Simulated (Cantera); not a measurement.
## Gas activation for diamond growth

A perfectly stirred reactor is fed with CH₄ : H₂ : H = 0.022 : 1 : 0.0036 (molar parts), at 0.0260 bar; it is held at 1850 K, and followed from long to short residence time.

Computed with Cantera and GRI-Mech 3.0 (53 species, 325 reactions). GRI-Mech 3.0 stops at C3 and has no aromatics, soot or wall deposition, so with more carbon than oxygen in the feed, carbon stays in small species such as C2H2 where larger ones or solid carbon would form. Radical loss at walls, strong at low pressure, is not modelled.

```
τ (s)      x CH₄   x H₂      x H    x C₂H₂   x C₂H₆    x CH₂
-------  -------  -----  -------  --------  -------  -------
2.5      0.00291  0.985  0.00314   0.00898  5.75e-8  6.66e-7
0.97     0.00460  0.984  0.00303   0.00810  1.38e-7  9.66e-7
0.37     0.00713  0.983  0.00291   0.00679  3.16e-7  1.34e-6
0.14      0.0105  0.981  0.00278   0.00505  6.49e-7  1.76e-6
0.056     0.0139  0.979  0.00268   0.00327  1.09e-6  2.10e-6
0.022     0.0169  0.978  0.00260   0.00174  1.54e-6  2.35e-6
0.0084    0.0188  0.977  0.00254  0.000755  1.85e-6  2.48e-6
0.0033    0.0197  0.976  0.00251  0.000286  1.97e-6  2.51e-6
0.0013    0.0202  0.976  0.00250   9.16e-5  1.96e-6  2.49e-6
0.00049   0.0203  0.976  0.00251   2.18e-5  1.78e-6  2.41e-6
0.00019   0.0204  0.976  0.00254   4.07e-6  1.39e-6  2.22e-6
```
x: mole fraction; the columns are a selection and need not sum to one.
